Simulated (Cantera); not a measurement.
A closed system holds: 1 mol acetone, 2.8 mol NH3, 12 mol N2, held at 70000 Pa.

These are equilibrium values from Cantera (NASA tables, ideal gas, pure condensed phases), not measurements of a reactor. Candidate condensed phases: C, C6H6, C7H8, C8H18, H2O; 136 gas species. The feed counts by its element totals alone. Equilibrium is a limit: real reactors are often held back by kinetics, nucleation or transport.

x: gas mole fraction; n: condensed amount in mol.

```json
[
 {"T (K)": "2050", "x N2": "0.616", "x H2": "0.328", "x H": "0.00155", "x HCN": "0.00802", "x CO": "0.0463", "n C(graphite)": "1.80"},
 {"T (K)": "2150", "x N2": "0.613", "x H2": "0.325", "x H": "0.00287", "x HCN": "0.0114", "x CO": "0.0462", "n C(graphite)": "1.71"},
 {"T (K)": "2250", "x N2": "0.610", "x H2": "0.320", "x H": "0.00502", "x HCN": "0.0156", "x CO": "0.0462", "n C(graphite)": "1.59"},
 {"T (K)": "2350", "x N2": "0.606", "x H2": "0.315", "x H": "0.00836", "x HCN": "0.0207", "x CO": "0.0461", "n C(graphite)": "(withheld)"},
 {"T (K)": "2450", "x N2": "0.601", "x H2": "0.307", "x H": "0.0133", "x HCN": "0.0268", "x CO": "0.0460", "n C(graphite)": "(withheld)"},
 {"T (K)": "2550", "x N2": "0.595", "x H2": "0.297", "x H": "0.0203", "x HCN": "0.0336", "x CO": "0.0458", "n C(graphite)": "(withheld)"},
 {"T (K)": "2650", "x N2": "0.587", "x H2": "0.284", "x H": "0.0299", "x HCN": "0.0412", "x CO": "0.0456", "n C(graphite)": "(withheld)"},
 {"T (K)": "2750", "x N2": "0.578", "x H2": "0.269", "x H": "0.0424", "x HCN": "0.0492", "x CO": "0.0453", "n C(graphite)": "(withheld)"},
 {"T (K)": "2850", "x N2": "0.568", "x H2": "0.251", "x H": "0.0582", "x HCN": "0.0573", "x CO": "0.0449", "n C(graphite)": "(withheld)"}
]
```

**Question.** What belongs in the gaps?

**Answer.** 
- 2350, n C(graphite): 1.43
- 2450, n C(graphite): 1.23
- 2550, n C(graphite): 0.993
- 2650, n C(graphite): 0.708
- 2750, n C(graphite): 0.375
- 2850, n C(graphite): 0
